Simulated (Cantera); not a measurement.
## Reactions in the system H-O-Ta

Cantera with NASA thermochemical tables; ideal gases at 1 bar, condensed phases pure. Values are per mole of reaction as written; species without (g) are pure solids or liquids, kept so even where they would boil at 1 bar.

2 H₂(g) + TaO₂(g) ⇌ 2 H₂O(g) + Ta

```json
[
 {"T (K)": "2450", "ΔH° (kJ)": "-283.0", "ΔS° (J/K)": "-132.1", "ΔG° (kJ)": "40.7", "log10 K": "-0.87"},
 {"T (K)": "2500", "ΔH° (kJ)": "-282.3", "ΔS° (J/K)": "-131.8", "ΔG° (kJ)": "47.3", "log10 K": "-0.99"},
 {"T (K)": "2550", "ΔH° (kJ)": "-281.6", "ΔS° (J/K)": "-131.6", "ΔG° (kJ)": "53.9", "log10 K": "-1.10"},
 {"T (K)": "2600", "ΔH° (kJ)": "-280.9", "ΔS° (J/K)": "-131.3", "ΔG° (kJ)": "60.4", "log10 K": "-1.21"},
 {"T (K)": "2650", "ΔH° (kJ)": "-280.1", "ΔS° (J/K)": "-131.0", "ΔG° (kJ)": "67.0", "log10 K": "-1.32"},
 {"T (K)": "2700", "ΔH° (kJ)": "-279.3", "ΔS° (J/K)": "-130.7", "ΔG° (kJ)": "73.5", "log10 K": "-1.42"}
]
```
